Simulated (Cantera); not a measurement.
A closed system holds: 1 mol Cr, 0.77 mol N₂, 12 mol NH₃, equilibrated at 1302 °C and 10.0 mbar.

These are equilibrium values from Cantera (NASA tables, ideal gas, pure condensed phases), not measurements of a reactor. Candidate condensed phases: Cr, CrN, Cr₂N; 11 gas species. Kinetics and transport are ignored.

Base state: H₂ 0.726, N₂ 0.273, H 0.000354, Cr 0.000244 (mole fractions); condensed: Cr(s).

Q: What changes in the equilibrium state with this change: temperature from 1302 °C to 2075 °C?

A: 
```tsv
species	before	after
H₂	0.726	0.616
N₂	0.273	0.250
H	0.000354	0.0970
Cr	0.000244	0.0369
Cr(s), mol	0.994	0
```
